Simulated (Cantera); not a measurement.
Mixture: CH₄ : H₂ : O₂ : N₂ = 1 : 0.14 : 4.7 : 17.7 (molar parts), at 5.40 bar, adiabatic and at constant pressure. Ignition delay is the time to a rise of 400 K.

Cantera simulation using GRI-Mech 3.0 (53 species, 325 reactions); the numbers are that mechanism's predictions, not measurements.

Q: What does this change do: 0.062 parts C2H6 added?

A: 
```tsv
quantity	before	after
delay at 1250 K	1.15 ms	0.608 ms
delay at 1400 K	0.299 ms	0.153 ms
delay at 1550 K	91.4 µs	47.4 µs
delay at 1700 K	33.7 µs	17.5 µs
delay at 1850 K	14.6 µs	7.90 µs
apparent activation energy between 1700 and 1850 K	150 kJ/mol	140 kJ/mol
```
